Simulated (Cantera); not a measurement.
A freely propagating, adiabatic, planar premixed flame of 46.4 % H2, 10.1 % O2, 37.9 % N2, 5.57 % H2O, equivalence ratio 2.3, unburnt at 600 K and 728 Torr; mixture-averaged transport, grid criteria slope 0.08 and curve 0.16, no radiation.

Detailed kinetics in Cantera: the H2/O2 subset of GRI-Mech 3.0, which has no nitrogen chemistry. Burning velocities carry a grid error of a few per cent, more on coarse grids.

x: mole fraction of selected species; z is measured from the peak of heat release.

```tsv
z (mm)	T (K)	u (m/s)	x H2	x O2	x H2O	x OH	x H	x H2O2
-1.37	600	8.01	0.464	0.101	0.0557	<1e-8	<1e-8	<1e-8
-0.914	600	8.01	0.464	0.101	0.0557	<1e-8	<1e-8	<1e-8
-0.685	600	8.01	0.464	0.101	0.0557	<1e-8	<1e-8	<1e-8
-0.457	600	8.01	0.464	0.101	0.0557	<1e-8	7.11e-8	<1e-8
-0.228	624	8.28	0.460	0.101	0.0572	5.70e-5	0.000249	4.16e-6
-0.114	820	10.7	0.433	0.0949	0.0756	0.000493	0.00629	9.81e-6
0	1178	14.9	0.354	0.0659	0.141	0.00142	0.0364	1.90e-6
0.114	1436	18.0	0.274	0.0213	0.228	0.00280	0.0687	9.14e-7
0.228	1552	19.4	0.250	?	0.262	0.00308	?	?
0.457	1655	20.6	0.250	0.000539	0.271	0.00330	0.0663	3.70e-7
0.914	1758	21.7	0.259	?	0.274	0.00329	?	?
1.83	1856	22.7	0.268	0.000146	0.277	0.00294	0.0380	1.22e-7
3.65	1940	23.6	0.275	7.24e-5	0.280	0.00232	0.0257	5.96e-8
```

**Question.** Some entries are withheld; supply them.

**Answer.** 
- 0.228, x O2: 0.00449
- 0.228, x H: 0.0750
- 0.228, x H2O2: 5.55e-7
- 0.914, x O2: 0.000247
- 0.914, x H: 0.0521
- 0.914, x H2O2: 2.27e-7
